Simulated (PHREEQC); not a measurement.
Solution (65 °C): 23 mmol/kgw NiCl2. Closed to the air; pH follows from the charge balance.

Computed with PHREEQC (ion-association model, wateq4f.dat).

Each row changes one thing in this solution. No solid was allowed to form.

```
case                                  pH  ionic strength (mol/kgw)  Ni+2 (mol/kgw)  NiCl+ (mol/kgw)  NiCl2 (mol/kgw)  NiOH+ (mol/kgw)
----------------------------------  ----  ------------------------  --------------  ---------------  ---------------  ---------------
as made                             5.41                    0.0668          0.0220         0.000951          9.39e-5          4.61e-6
NiCl2 from 0.023 to 0.0345 mol/kgw  5.35                    0.0991          0.0324          0.00183         0.000248          5.41e-6
NiCl2 from 0.023 to 0.0115 mol/kgw  5.52                    0.0338          0.0112         0.000302          1.69e-5          3.48e-6
NiCl2 from 0.023 to 0.115 mol/kgw   5.17                     0.308          0.0984           0.0124          0.00415          8.74e-6
temperature from 65 to 20 °C        6.01                    0.0666          0.0219          0.00102         0.000105          1.14e-6
temperature from 65 to 5 °C         6.26                    0.0666          0.0219          0.00104         0.000108          6.42e-7
```

Species that the database lacks are ignored. Away from 25 °C the constants follow the database's enthalpies or fits; those with neither stay at their 25 °C values.
